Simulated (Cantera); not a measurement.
Feed: 1 mol CF₄, 0.029 mol CH₄, equilibrated at 7.60 Pa.

Cantera equilibrium calculation (NASA polynomials, part measured and part estimated; ideal gas, pure solids and liquids). Candidate condensed phases: C, C₆H₆, C₇H₈, C₈H₁₈; 95 gas species. Gases not in the tables: C₂F₆ and larger saturated fluorocarbons. Equilibrium is a limit: real reactors are often held back by kinetics, nucleation or transport.

Task: What share of the C ends up in condensed phases as a function of T (K), at 1748, 1823, 1898, 1973, 2048, 2123, 2198, 2273, 2348, 2423, 2498, 2573?

Result: 
```tsv
T (K)	C condensed (%)	as
1748	2.1	C(graphite)
1823	0.0	-
1898	0.0	-
1973	4.1	C(graphite)
2048	28.0	C(graphite)
2123	52.4	C(graphite)
2198	69.5	C(graphite)
2273	79.2	C(graphite)
2348	83.5	C(graphite)
2423	83.2	C(graphite)
2498	76.7	C(graphite)
2573	56.2	C(graphite)
```
